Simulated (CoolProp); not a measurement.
Properties of R245ca along the isotherm 450 K.

Model: reference Helmholtz-energy equation of state, Zhou 2016, in CoolProp.

| p (MPa) | phase | density (kg/m³) | cv (kJ/(kg K)) | Joule-Thomson coefficient (K/MPa) | fugacity coefficient |
|---|---|---|---|---|---|
| 0.422 | gas | 15.71 | 1.109 | 7.719 | 0.9633 |
| 0.844 | gas | 32.77 | 1.118 | 8.138 | 0.9272 |
| 1.27 | gas | 51.66 | 1.128 | 8.645 | 0.8913 |
| 1.69 | gas | 72.40 | 1.140 | 9.253 | 0.8563 |
| 2.11 | gas | 95.94 | 1.153 | 10.01 | ___ |
| 2.53 | gas | 123.5 | 1.170 | ___ | 0.7869 |
| 2.96 | gas | ___ | 1.190 | 12.26 | 0.7511 |
| 3.38 | gas | 204.0 | 1.218 | 13.93 | 0.7156 |
| 3.8 | gas | 280.3 | 1.261 | 15.98 | 0.6784 |
| 4.22 | supercritical | 673.3 | 1.281 | 7.955 | 0.6350 |
| 4.64 | supercritical | 770.8 | 1.237 | 3.981 | 0.5896 |
| 5.07 | supercritical | 813.8 | 1.224 | 2.786 | 0.5501 |
| 5.49 | supercritical | 841.9 | 1.217 | 2.175 | 0.5173 |
| 5.91 | supercritical | 863.5 | 1.212 | 1.786 | 0.4891 |

Q: Some entries are withheld; supply them.

A: 
- 2.11, fugacity coefficient: 0.8216
- 2.53, Joule-Thomson coefficient (K/MPa): 10.97
- 2.96, density (kg/m³): 158.2
